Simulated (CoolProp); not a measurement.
Vapour-liquid equilibrium of R22 (1) + R142b (2) at 321.1 K; x and y are mole fractions of (1).

Values from CoolProp's multi-fluid Helmholtz-energy mixture model, Kamei 1995 and Lemmon 2006; pair parameters Bell 2016.

| x | bubble pressure, mixture model (kPa) | bubble pressure, Raoult's law (kPa) | y, mixture model | y, Raoult's law |
|---|---|---|---|---|
| 0.05 | 699.3 | 707.4 | 0.109 | 0.131 |
| 0.15 | 802.5 | 828.0 | 0.286 | 0.336 |
| 0.25 | 906.2 | 948.6 | 0.427 | 0.488 |
| 0.35 | 1013 | 1069 | 0.543 | 0.607 |
| 0.45 | 1123 | 1190 | 0.642 | 0.701 |
| 0.55 | 1240 | 1310 | 0.728 | 0.778 |
| 0.65 | 1363 | 1431 | 0.803 | 0.842 |
| 0.75 | 1494 | 1551 | 0.869 | 0.896 |
| 0.85 | 1632 | 1672 | 0.927 | 0.942 |
| 0.95 | 1778 | 1793 | 0.977 | 0.982 |

The largest gap from Raoult's law is -5.6 % in bubble pressure, at x = 0.45. No azeotrope shows between x = 0.05 and 0.95.

The pair parameters rest on a limited set of measurements; away from them the model extrapolates.
